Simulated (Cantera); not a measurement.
An isothermal, constant-pressure homogeneous reactor starts with CH3OH : O2 : N2 = 0.0036 : 0.0032 : 1 (molar parts), equivalence ratio 1.7, at 1498 K and 130000 Pa.

Cantera simulation using GRI-Mech 3.0 (53 species, 325 reactions); the numbers are that mechanism's predictions, not measurements. GRI-Mech 3.0 was tuned for natural gas; its chemistry of methanol as a main component is partial and can be far from experiment.

x: mole fraction; the columns are a selection and need not sum to one.

| t (s) | x CH3OH | x O2 | x CH2CO | x H | x H2O | x HCN |
|---|---|---|---|---|---|---|
| 0.000100 | 0.00343 | 0.00315 | 1.61e-9 | 2.64e-6 | 2.49e-5 | 5.05e-10 |
| 0.000351 | … | 0.00290 | … | … | … | … |
| 0.00123 | <1e-12 | 0.000296 | <1e-12 | 0.00222 | 0.00435 | 6.22e-9 |
| 0.00433 | <1e-12 | 2.31e-5 | <1e-12 | 0.000889 | 0.00458 | 2.04e-10 |
| 0.0152 | <1e-12 | 1.44e-6 | <1e-12 | 0.000252 | 0.00471 | 7.84e-11 |
| 0.0534 | <1e-12 | 1.02e-7 | <1e-12 | 6.89e-5 | 0.00475 | 6.16e-11 |
| 0.187 | <1e-12 | 7.35e-9 | <1e-12 | 1.86e-5 | 0.00476 | 6.86e-11 |
| 0.658 | <1e-12 | 5.35e-10 | <1e-12 | … | 0.00476 | 1.27e-10 |
| 2.31 | <1e-12 | 5.04e-11 | <1e-12 | 1.54e-6 | 0.00476 | 3.19e-10 |
| 8.11 | <1e-12 | 1.44e-11 | <1e-12 | 8.46e-7 | 0.00477 | 9.05e-10 |
| 28.5 | <1e-12 | 1.14e-11 | <1e-12 | 7.56e-7 | 0.00477 | 3.27e-9 |
| 100 | <1e-12 | 1.09e-11 | <1e-12 | 7.38e-7 | 0.00477 | 7.91e-9 |

Question: Some entries are withheld; supply them.

Answer: 
- 0.000351, x CH3OH: 0.00195
- 0.000351, x CH2CO: 1.35e-7
- 0.000351, x H: 1.86e-5
- 0.000351, x H2O: 0.000420
- 0.000351, x HCN: 4.95e-9
- 0.658, x H: 5.00e-6
